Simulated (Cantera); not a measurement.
A closed system holds: 1 mol CF4, 2.9 mol H2, equilibrated at 1277 °C and 1.00 Torr.

Equilibrium computed with Cantera from the NASA thermochemical tables; the gas is ideal and each condensed phase is pure. Candidate condensed phases: C, C6H6, C7H8, C8H18; 95 gas species. The numbers say what is thermodynamically allowed, not how fast it happens.

Base state: HF 0.816, H2 0.183, H 0.000369 (mole fractions); condensed: C(graphite).

Task: What changes in the equilibrium state with this change: pressure from 1.00 Torr to 0.0465 Torr?

Result: 
```csv
species,before,after
HF,0.816,0.816
H2,0.183,0.183
H,0.000369,0.00171
"C(graphite), mol",1.000,1.000
```
